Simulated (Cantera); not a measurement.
Input (Python, Cantera):

```python
import numpy as np
import cantera as ct

surf = ct.Interface("diamond.yaml", "diamond_100")
gas, bulk = surf.adjacent["gas"], surf.adjacent["diamond"]
k = surf.kinetics_species_index(bulk.species_names[0])
cover = ["c6HH", "c6H*", "c6*H", "c6**", "c6HM", "c6B"]

rows, drift = [], 0.0
print(f"{'xCH3':>10s}{'um/h':>11s}" + "".join(f"{s:>11s}" for s in cover))
for v in [1e-06, 2.1e-06, 4.5e-06, 9.5e-06, 2e-05, 4.3e-05, 9.1e-05, 0.00019, 0.00041]:
    T, P, xH, xCH3 = 1275, 20000, 0.036, v
    gas.TPX = T, P, {"H": xH, "CH3": xCH3, "CH4": 0.0048, "H2": 1 - xH - xCH3 - 0.0048}
    surf.TP = bulk.TP = T, P
    surf.coverages = "c6H*:0.1, c6HH:0.9"
    surf.advance_coverages(100.0)
    before = surf.coverages
    surf.advance_coverages(100.0)
    drift = max(drift, np.max(np.abs(surf.coverages - before) / (surf.coverages + 1e-9)))
    rate = surf.net_production_rates[k] * bulk.mean_molecular_weight / bulk.density * 3.6e9
    rows.append([rate, *surf[cover].coverages])
    print(f"{v:10.4g}{rate:11.4e}" + "".join(f"{x:11.3e}" for x in rows[-1][1:]))
```

Result:

```
      xCH3       um/h       c6HH       c6H*       c6*H       c6**       c6HM        c6B
     1e-06 2.0702e-01  3.903e-01  4.813e-02  5.182e-01  4.330e-02  4.286e-06  5.618e-10
   2.1e-06 4.3475e-01  3.903e-01  4.813e-02  5.182e-01  4.330e-02  9.001e-06  1.180e-09
   4.5e-06 9.3157e-01  3.903e-01  4.813e-02  5.182e-01  4.330e-02  1.929e-05  2.528e-09
   9.5e-06 1.9665e+00  3.903e-01  4.813e-02  5.182e-01  4.330e-02  4.071e-05  5.336e-09
     2e-05 4.1396e+00  3.903e-01  4.812e-02  5.181e-01  4.329e-02  8.570e-05  1.123e-08
   4.3e-05 8.8977e+00  3.902e-01  4.811e-02  5.180e-01  4.328e-02  1.842e-04  2.414e-08
   9.1e-05 1.8820e+01  3.901e-01  4.809e-02  5.178e-01  4.324e-02  3.897e-04  5.107e-08
   0.00019 3.9249e+01  3.898e-01  4.805e-02  5.174e-01  4.318e-02  8.127e-04  1.065e-07
   0.00041 8.4480e+01  3.893e-01  4.797e-02  5.165e-01  4.304e-02  1.749e-03  2.292e-07
```

Computed with Cantera and the Harris–Goodwin 1993 mechanism for the reconstructed diamond (100) surface.
